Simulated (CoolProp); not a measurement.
Vapour pressure (bar) of C3F8 (R218): the reference equation beside estimates from Tc = 345.0 K, pc = 26.40 bar, ω = 0.317. Clausius-Clapeyron is anchored at 209.7 K with a constant enthalpy of vaporisation of 21.49 kJ/mol.

The numbers come from the reference Helmholtz-energy equation of state, Lemmon 2006 in CoolProp. It is a short technical equation, of lower accuracy than the large ones.

```tsv
T (K)	reference	Clausius-Clapeyron	van der Waals	Redlich-Kwong	Soave-Redlich-Kwong	Peng-Robinson
155.9	0.002466	0.003587	0.3576	0.01303	0.002460	0.002808
166.7	0.008335	0.01050	0.5796	0.03660	0.008261	0.009125
177.4	0.02345	0.02675	0.8845	0.08712	0.02318	0.02495
188.2	0.05788	0.06171	1.293	0.1844	0.05719	0.06028
198.9	0.1263	0.1292	1.814	0.3508	0.1249	0.1295
209.7	0.2522	0.2522	2.470	0.6183	0.2500	0.2557
220.4	0.4624	0.4588	3.263	1.014	0.4594	0.4650
231.2	0.7973	0.7935	4.220	1.580	0.7944	0.7973
242	1.299	1.307	5.347	2.348	1.298	1.295
252.7	2.008	2.054	6.641	3.345	2.013	1.999
263.5	2.991	3.123	8.137	4.624	3.010	2.978
274.2	4.288	4.580	9.817	6.194	4.330	4.275
285	5.985	6.545	11.72	8.119	6.063	5.981
295.7	8.116	9.088	13.82	10.39	8.246	8.135
```

Absolute difference from the reference over all 14 rows, mean and median: Clausius-Clapeyron 9.4 and 5.5 %, van der Waals 2237.2 and 517.5 %, Redlich-Kwong 150.6 and 108.7 %, Soave-Redlich-Kwong 0.8 and 0.9 %, Peng-Robinson 2.9 and 0.5 %.
